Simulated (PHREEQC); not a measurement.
Solution (25 °C): 0.018 mol Fe2(SO4)3 per kg of water. Closed to the air; pH follows from the charge balance.

Equilibrium calculation in PHREEQC: ion-association model, phreeqc.dat.

```json
{
 "pH": "2.70",
 "ionic_strength": "0.0698 mol/kgw",
 "total_alkalinity": "-72.0 meq/kg"
}
```

```tsv
species	molality	activity	log γ
FeSO4+	0.0262	0.0211	-0.094
SO4-2	0.0174	0.00727	-0.379
Fe(SO4)2-	0.00419	0.00336	-0.096
H+	0.00236	0.00198	-0.076
FeOH+2	0.00205	0.000862	-0.376
HSO4-	0.00175	0.00140	-0.096
Fe+3	0.00127	0.000265	-0.681
Fe2(OH)2+4	0.000686	2.00e-5	-1.535
FeHSO4+2	0.000271	0.000112	-0.384
Fe(OH)2+	0.000178	0.000144	-0.092
```

No solid was allowed to form. Examples of supersaturated solids here: Hematite (slow to form), Goethite (slow to form). Others may be too.
